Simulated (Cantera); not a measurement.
Input: 1 mol NiS, 2.3 mol H₂, 0.7 mol N₂, held at 0.100 bar.

Equilibrium computed with Cantera from the NASA thermochemical tables; the gas is ideal and each condensed phase is pure. Candidate condensed phases: Ni, NiS, NiS₂, Ni₃S₂, Ni₃S₄, S; 17 gas species. Gases not in the tables: S₃ to S₇. Equilibrium is a limit: real reactors are often held back by kinetics, nucleation or transport.

Which condensed phases are stable at each of these points (T (K)): 748, 848, 948, 1048, 1148, 1248, 1348, 1448, 1548?


```json
[
 {"T (K)": "748", "condensed phases": "Ni₃S₂(s)", "Ni condensed (%)": "100.0"},
 {"T (K)": "848", "condensed phases": "Ni₃S₂(s)", "Ni condensed (%)": "100.0"},
 {"T (K)": "948", "condensed phases": "Ni₃S₂(s)", "Ni condensed (%)": "100.0"},
 {"T (K)": "1048", "condensed phases": "Ni₃S₂(s)", "Ni condensed (%)": "100.0"},
 {"T (K)": "1148", "condensed phases": "Ni₃S₂(l)", "Ni condensed (%)": "100.0"},
 {"T (K)": "1248", "condensed phases": "Ni₃S₂(l)", "Ni condensed (%)": "100.0"},
 {"T (K)": "1348", "condensed phases": "Ni₃S₂(l)", "Ni condensed (%)": "100.0"},
 {"T (K)": "1448", "condensed phases": "Ni₃S₂(l)", "Ni condensed (%)": "100.0"},
 {"T (K)": "1548", "condensed phases": "Ni₃S₂(l)", "Ni condensed (%)": "100.0"}
]
```

From 748 K to 1048 K the condensed part is Ni₃S₂(s). From 1148 K to 1548 K the condensed part is Ni₃S₂(l).
